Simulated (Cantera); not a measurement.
**Ignition delay**

Mixture: 14.4 % CO, 2.74 % H₂, 0.794 % CH₄, 17.2 % O₂, 64.8 % N₂, equivalence ratio 0.59, at 13.0 bar, adiabatic and at constant pressure. Ignition delay is the time to a rise of 400 K.

Detailed kinetics in Cantera: GRI-Mech 3.0 (53 species, 325 reactions). The pressure lies above the range GRI-Mech 3.0 was tuned for (to about 10 atm). Where the delays flatten at high temperature, the 400 K rule measures the pace of heat release, not the induction time.

| T0 (K) | delay (ms) |
|---|---|
| 1150 | 0.224 |
| 1250 | 0.0431 |
| 1350 | 0.0132 |
| 1450 | 0.00632 |
| 1550 | 0.00403 |
| 1650 | 0.00300 |
| 1750 | 0.00246 |
| 1850 | 0.00214 |
| 1950 | 0.00194 |
